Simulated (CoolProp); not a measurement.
R227EA at 298.15 K and 0.274 MPa is compressed adiabatically to 0.447 MPa with isentropic efficiency 0.7. Each further row changes one setting.

The numbers come from the reference Helmholtz-energy equation of state, Lemmon 2016 in CoolProp.

| case | work (kJ/kg) | final temperature (K) | final density (kg/m³) |
|---|---|---|---|
| as stated | (withheld) | (withheld) | 32.9 |
| efficiency 1 | (withheld) | (withheld) | 33.5 |
| efficiency 0.65 | 10.1 | (withheld) | (withheld) |

Some entries are withheld; supply them.


- as stated, work (kJ/kg): 9.38
- as stated, final temperature (K): 312.2
- efficiency 1, work (kJ/kg): 6.57
- efficiency 1, final temperature (K): 309.1
- efficiency 0.65, final temperature (K): 313.0
- efficiency 0.65, final density (kg/m³): 32.8
